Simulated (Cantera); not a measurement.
Adiabatic ignition

An adiabatic, constant-volume homogeneous reactor starts with 2.51 % CH₄, 9.66 % O₂, 87.8 % N₂, equivalence ratio 0.52, at 1800 K and 1.20 bar.

Model: GRI-Mech 3.0 (53 species, 325 reactions), integrated in Cantera.

| t (s) | T (K) | P (bar) | x CH₄ | x O₂ | x CH₂ | x CH₂O | x OH |
|---|---|---|---|---|---|---|---|
| 4.00e-6 | 1800 | 1.20 | 0.0251 | 0.0966 | 1.92e-10 | 2.51e-7 | 9.10e-7 |
| 1.04e-5 | 1800 | 1.20 | 0.0251 | 0.0966 | 9.08e-10 | 2.17e-6 | 1.29e-6 |
| 2.71e-5 | 1800 | 1.20 | 0.0250 | 0.0966 | 6.03e-9 | 1.84e-5 | 2.58e-6 |
| 7.04e-5 | 1800 | 1.20 | 0.0243 | 0.0962 | 1.04e-7 | 0.000182 | 1.13e-5 |
| 0.000183 | 2173 | 1.48 | <1e-12 | 0.0469 | <1e-12 | 1.49e-11 | 0.00845 |
| 0.000477 | 2365 | 1.59 | <1e-12 | 0.0457 | <1e-12 | 2.95e-12 | 0.00639 |
| 0.00124 | 2420 | 1.62 | <1e-12 | 0.0454 | <1e-12 | <1e-12 | 0.00476 |
| 0.00323 | 2420 | 1.62 | <1e-12 | 0.0450 | <1e-12 | <1e-12 | 0.00463 |
| 0.00839 | 2416 | 1.62 | <1e-12 | 0.0442 | <1e-12 | <1e-12 | 0.00455 |
| 0.0218 | 2409 | 1.61 | <1e-12 | 0.0428 | <1e-12 | <1e-12 | 0.00442 |
| 0.0568 | 2403 | 1.61 | <1e-12 | 0.0416 | <1e-12 | <1e-12 | 0.00430 |
| 0.148 | 2402 | 1.61 | <1e-12 | 0.0414 | <1e-12 | <1e-12 | 0.00428 |
| 0.384 | 2402 | 1.61 | <1e-12 | 0.0414 | <1e-12 | <1e-12 | 0.00428 |
| 1.00 | 2402 | 1.61 | <1e-12 | 0.0414 | <1e-12 | <1e-12 | 0.00428 |
x: mole fraction; the columns are a selection and need not sum to one.

- time of steepest temperature rise: 0.151 ms
- temperature at 1.00 s: 2402 K
- equilibrium temperature: 2402 K
- x(CH₄) at 1.00 s: <1e-12 (gas-phase equilibrium <1e-12)
- x(O₂) at 1.00 s: 0.0414 (gas-phase equilibrium 0.0414)
- x(CH₂) at 1.00 s: <1e-12 (gas-phase equilibrium <1e-12)
